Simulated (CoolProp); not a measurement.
Computed with CoolProp (reference Helmholtz-energy equation of state, Wagner 2002).

Question: Give the vapour pressure (MPa), liquid cp (kJ/(kg K)), surface tension (mN/m), liquid viscosity (µPa s) of saturated water at 532.6 K.

Answer: 
```json
[
 {"T (K)": "532.6", "p (MPa)": "4.65", "liquid cp (kJ/(kg K))": "4.98", "surface tension (mN/m)": "23.6", "liquid viscosity (µPa s)": "102"}
]
```

Viscosity comes from a separate model (Huber 2009). Surface tension comes from a separate correlation (Mulero 2012).
